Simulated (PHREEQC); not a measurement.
Solution (25 °C): 2.9 mmol/kgw NiSO4, 16 mmol/kgw NiCl2 and 3.4 mmol/kgw HCl. Closed to the air; pH follows from the charge balance.

The numbers come from PHREEQC with the ion-association model, wateq4f.dat.

The ionic strength comes out as 0.0569 mol/kgw. What activity coefficients do HSO4-, SO4-2, NiCl+, H+, Ni+2 get?

HSO4- 0.81, SO4-2 0.44, NiCl+ 0.81, H+ 0.85, Ni+2 0.44.

Precipitation was switched off in this run.
